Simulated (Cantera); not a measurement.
**Dilute partial oxidation**

A perfectly stirred reactor is fed with 1.95 % CH3OH, 0.371 % O2, 97.7 % N2, equivalence ratio 7.9, at 0.859 atm; it is held at 950 K, and followed from long to short residence time.

Computed with Cantera and GRI-Mech 3.0 (53 species, 325 reactions). GRI-Mech 3.0 was tuned for natural gas; its chemistry of methanol as a main component is partial and can be far from experiment.

```
τ (s)     x CH3OH     x O2      x H     x HCN     x N2O
-------  --------  -------  -------  --------  --------
17       0.000417  3.36e-5  8.83e-8    <1e-12  8.53e-10
2.5       0.00141  4.27e-5  1.62e-7  1.74e-12  6.41e-10
0.38      0.00456  7.13e-5  2.46e-7  3.56e-12  3.74e-10
0.056      0.0195  0.00371   <1e-12    <1e-12    <1e-12
0.0082     0.0195  0.00371   <1e-12    <1e-12    <1e-12
0.0012     0.0195  0.00371   <1e-12    <1e-12    <1e-12
0.00018    0.0195  0.00371   <1e-12    <1e-12    <1e-12
```
x: mole fraction; the columns are a selection and need not sum to one.
